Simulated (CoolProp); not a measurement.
A single-stage vapour-compression cycle with fluoroethane (R161): evaporating at 325.15 K (dew point), condensing at 357.15 K (bubble point), superheat 0 K, subcooling 0 K, compressor efficiency 0.7, no pressure losses. Each further row changes one setting.

Values from CoolProp's reference Helmholtz-energy equation of state, Wu 2012.

```tsv
case	cooling COP	pressure ratio	discharge temperature (K)	refrigerating effect (kJ/kg)	volumetric capacity (kJ/m³)
as stated	[?]	1.96	371.7	198	8670
evaporating temperature 330.15 K	[?]	1.75	369.3	198	9910
condensing temperature 352.15 K	6.31	[?]	364.7	[?]	9350
subcooling 5 K	5.43	1.96	371.7	[?]	[?]
superheat 10 K	5.05	1.96	381.2	[?]	8800
compressor efficiency 0.6	4.29	1.96	374.3	198	8670
```

### Question
Some entries are withheld; supply them.

### Answer

- as stated, cooling COP: 5.01
- evaporating temperature 330.15 K, cooling COP: 6.16
- condensing temperature 352.15 K, pressure ratio: 1.77
- condensing temperature 352.15 K, refrigerating effect (kJ/kg): 213
- subcooling 5 K, refrigerating effect (kJ/kg): 214
- subcooling 5 K, volumetric capacity (kJ/m³): 9410
- superheat 10 K, refrigerating effect (kJ/kg): 217
